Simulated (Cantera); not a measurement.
An isothermal, constant-pressure homogeneous reactor starts with C₂H₆ : H₂ = 1 : 3 (molar parts), at 1275 K and 1.01 bar.

Model: GRI-Mech 3.0 (53 species, 325 reactions), integrated in Cantera. GRI-Mech 3.0 stops at C3 and has no aromatics, soot or wall deposition, so with more carbon than oxygen in the feed, carbon stays in small species such as C2H2 where larger ones or solid carbon would form.

x: mole fraction; the columns are a selection and need not sum to one.

```csv
t (s),x C₂H₆,x H₂,x CH₄,x CH₃,x C₂H₄
5.00e-6,0.250,0.750,1.33e-5,…,6.02e-6
2.13e-5,0.250,0.750,9.14e-5,…,0.000198
9.10e-5,0.245,0.751,0.000830,…,0.00359
0.000388,0.211,0.753,0.00746,…,0.0276
0.00166,0.114,0.760,0.0288,…,0.0952
0.00707,0.0195,0.763,0.0570,…,0.154
0.0302,0.00665,0.757,0.0754,…,0.141
0.129,0.00498,0.738,0.113,…,0.110
0.549,0.00360,0.694,0.186,1.70e-5,0.0843
2.34,0.00219,0.631,0.288,1.58e-5,0.0558
10.0,0.00104,0.570,0.387,…,0.0290
```

Some entries are withheld; supply them.


- 5.00e-6, x CH₃: 9.53e-6
- 2.13e-5, x CH₃: 1.28e-5
- 9.10e-5, x CH₃: 3.90e-5
- 0.000388, x CH₃: 5.67e-5
- 0.00166, x CH₃: 4.33e-5
- 0.00707, x CH₃: 1.98e-5
- 0.0302, x CH₃: 1.37e-5
- 0.129, x CH₃: 1.55e-5
- 10.0, x CH₃: 1.21e-5
